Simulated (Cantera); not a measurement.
A perfectly stirred reactor is fed with CH4 : O2 : N2 : H2O = 1 : 1.25 : 4.7 : 1.4 (molar parts), equivalence ratio 1.6, at 0.520 bar; it is adiabatic with a 675 K inlet, and is followed from long to short residence time, starting on the burning branch (τ in s: 0.35, 0.15, 0.062, 0.026, 0.011, 0.0046, 0.0019, 0.00081, 0.00034, 0.00014, 6e-05, 2.5e-05).

Computed with Cantera and GRI-Mech 3.0 (53 species, 325 reactions).

Problem. What does this change do: 0.46 parts CO2 added?

Solution. 
| quantity | before | after |
|---|---|---|
| blow-out, bracketed by the residence times tried | burning at 1.90 ms, out at 0.810 ms | burning at 4.60 ms, out at 1.90 ms |
| x(CH4) at τ = 0.350 s | 0.00120 | 0.00219 |
| x(O2) at τ = 0.350 s | 0.000148 | 0.000311 |
| x(H2O) at τ = 0.350 s | 0.277 | 0.281 |
| x(OH) at τ = 0.350 s | 0.000101 | 5.83e-5 |
| x(CH2CO) at τ = 0.350 s | 1.88e-6 | 5.72e-6 |
| x(CH4) at τ = 1.90 ms | 0.00773 | 0.114 |
| x(O2) at τ = 1.90 ms | 0.0103 | 0.142 |
| x(H2O) at τ = 1.90 ms | 0.287 | 0.159 |
| x(OH) at τ = 1.90 ms | 0.000301 | <1e-12 |
| x(CH2CO) at τ = 1.90 ms | 0.000106 | <1e-12 |

Problem. What does this change do: pressure from 0.520 bar to 3.30 bar?

Solution. 
| quantity | before | after |
|---|---|---|
| blow-out, bracketed by the residence times tried | burning at 1.90 ms, out at 0.810 ms | burning at 1.90 ms, out at 0.810 ms |
| x(CH4) at τ = 0.350 s | 0.00120 | 0.00172 |
| x(O2) at τ = 0.350 s | 0.000148 | 7.14e-5 |
| x(H2O) at τ = 0.350 s | 0.277 | 0.277 |
| x(OH) at τ = 0.350 s | 0.000101 | 3.06e-5 |
| x(CH2CO) at τ = 0.350 s | 1.88e-6 | 1.17e-6 |
| x(CH4) at τ = 1.90 ms | 0.00773 | 0.0116 |
| x(O2) at τ = 1.90 ms | 0.0103 | 0.00687 |
| x(H2O) at τ = 1.90 ms | 0.287 | 0.297 |
| x(OH) at τ = 1.90 ms | 0.000301 | 8.80e-5 |
| x(CH2CO) at τ = 1.90 ms | 0.000106 | 0.000129 |
